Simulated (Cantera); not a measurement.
A perfectly stirred reactor is fed with C3H8 : O2 : N2 = 1 : 7.69 : 28.9 (molar parts), at 9.87 atm; it is adiabatic with a 375 K inlet, and is followed from long to short residence time, starting on the burning branch (τ in s: 0.03, 0.012, 0.0045, 0.0018, 0.00069, 0.00027, 0.0001, 4.1e-05, 1.6e-05, 6.2e-06).

Computed with Cantera and GRI-Mech 3.0 (53 species, 325 reactions). GRI-Mech 3.0 was tuned for natural gas; its chemistry of propane as a main component is partial and can be far from experiment.

x: mole fraction; the columns are a selection and need not sum to one.

```json
[
 {"τ (s)": "0.030", "T (K)": "1854", "x C3H8": "7.01e-7", "x O2": "0.0697", "x CH2": "1.17e-8", "x CH3": "___", "x H": "2.08e-6", "x CO2": "0.0775", "x CH2O": "5.92e-7"},
 {"τ (s)": "0.012", "T (K)": "1851", "x C3H8": "1.52e-6", "x O2": "0.0698", "x CH2": "2.80e-8", "x CH3": "___", "x H": "4.12e-6", "x CO2": "0.0772", "x CH2O": "1.22e-6"},
 {"τ (s)": "0.0045", "T (K)": "1847", "x C3H8": "3.33e-6", "x O2": "0.0699", "x CH2": "6.98e-8", "x CH3": "___", "x H": "9.37e-6", "x CO2": "0.0768", "x CH2O": "2.59e-6"},
 {"τ (s)": "0.0018", "T (K)": "1838", "x C3H8": "6.75e-6", "x O2": "0.0703", "x CH2": "1.60e-7", "x CH3": "___", "x H": "2.08e-5", "x CO2": "0.0759", "x CH2O": "5.21e-6"},
 {"τ (s)": "0.00069", "T (K)": "1823", "x C3H8": "1.40e-5", "x O2": "0.0711", "x CH2": "3.70e-7", "x CH3": "___", "x H": "4.77e-5", "x CO2": "0.0742", "x CH2O": "1.11e-5"},
 {"τ (s)": "0.00027", "T (K)": "1793", "x C3H8": "2.96e-5", "x O2": "0.0728", "x CH2": "8.15e-7", "x CH3": "___", "x H": "0.000102", "x CO2": "0.0708", "x CH2O": "2.44e-5"},
 {"τ (s)": "0.00010", "T (K)": "1714", "x C3H8": "8.58e-5", "x O2": "0.0782", "x CH2": "1.77e-6", "x CH3": "___", "x H": "0.000188", "x CO2": "0.0612", "x CH2O": "7.22e-5"},
 {"τ (s)": "4.1e-5", "T (K)": "375", "x C3H8": "0.0266", "x O2": "0.205", "x CH2": "<1e-12", "x CH3": "<1e-12", "x H": "<1e-12", "x CO2": "<1e-12", "x CH2O": "<1e-12"},
 {"τ (s)": "1.6e-5", "T (K)": "375", "x C3H8": "0.0266", "x O2": "0.205", "x CH2": "<1e-12", "x CH3": "<1e-12", "x H": "<1e-12", "x CO2": "<1e-12", "x CH2O": "<1e-12"},
 {"τ (s)": "6.2e-6", "T (K)": "375", "x C3H8": "0.0266", "x O2": "0.205", "x CH2": "<1e-12", "x CH3": "<1e-12", "x H": "<1e-12", "x CO2": "<1e-12", "x CH2O": "<1e-12"}
]
```

Question: Fill in the missing entries.

Answer: 
- 0.030, x CH3: 8.96e-7
- 0.012, x CH3: 1.81e-6
- 0.0045, x CH3: 3.64e-6
- 0.0018, x CH3: 6.82e-6
- 0.00069, x CH3: 1.30e-5
- 0.00027, x CH3: 2.54e-5
- 0.00010, x CH3: 6.33e-5
